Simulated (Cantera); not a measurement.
## N2O furnace oxynitridation

An isothermal, constant-pressure homogeneous reactor starts with N₂O : H₂O = 1 : 0.086 (molar parts), at 1300 K and 0.0133 bar.

Model: GRI-Mech 3.0 (53 species, 325 reactions), integrated in Cantera. GRI-Mech 3.0 was tuned for natural gas; its chemistry of N2O as a main component is partial and can be far from experiment. Radical loss at walls, strong at low pressure, is not modelled. The mechanism lacks the step 2 NO + O2 → 2 NO2, which can matter for NO2 below about 1400 K. The temperature is held fixed by assumption; the heat of reaction is taken as removed at once.

```tsv
t (s)	x N₂O	x H₂O	x N₂	x H₂	x NO	x H
1.00e-6	0.921	0.0792	3.04e-8	<1e-12	1.29e-11	<1e-12
2.89e-6	0.921	0.0792	8.81e-8	<1e-12	1.08e-10	<1e-12
8.38e-6	0.921	0.0792	2.57e-7	<1e-12	8.92e-10	<1e-12
2.42e-5	0.921	0.0792	7.57e-7	<1e-12	7.39e-9	<1e-12
7.02e-5	0.921	0.0792	2.30e-6	<1e-12	5.88e-8	1.45e-12
0.000203	0.921	0.0792	7.40e-6	<1e-12	4.32e-7	4.50e-11
0.000588	0.921	0.0792	2.53e-5	5.42e-11	2.60e-6	6.32e-10
0.00170	0.921	0.0792	8.42e-5	1.61e-9	1.12e-5	3.44e-9
0.00492	0.920	0.0792	0.000260	2.45e-8	3.72e-5	1.09e-8
0.0143	0.920	0.0791	0.000785	1.93e-7	0.000110	2.31e-8
0.0412	0.917	0.0791	0.00233	6.49e-7	0.000308	2.78e-8
0.119	0.910	0.0789	0.00682	9.03e-7	0.000838	2.90e-8
0.346	0.890	0.0783	0.0195	5.96e-7	0.00233	2.74e-8
1.00	0.837	0.0769	0.0540	3.95e-7	0.00654	2.57e-8
```
x: mole fraction; the columns are a selection and need not sum to one.

Equilibrium at this temperature and pressure: N₂O 2.98e-9, H₂O 0.0542, N₂ 0.630, H₂ 7.31e-8, NO 0.000436, H 2.61e-9 (gas phase only).
